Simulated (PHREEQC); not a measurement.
Make-up at 25 °C: 0.0028 mol/kgw HF and 0.044 mol/kgw KF. Closed to the air; pH follows from the charge balance.

Model: ion-association model, phreeqc.dat, run in PHREEQC.

Precipitation was switched off in this run.

Problem. What pH does the model give?

Solution. pH 4.35.

Problem. In which forms is F present?

Solution. F- 93 %, HF 5.0 %, HF2- 1.7 % of the F.
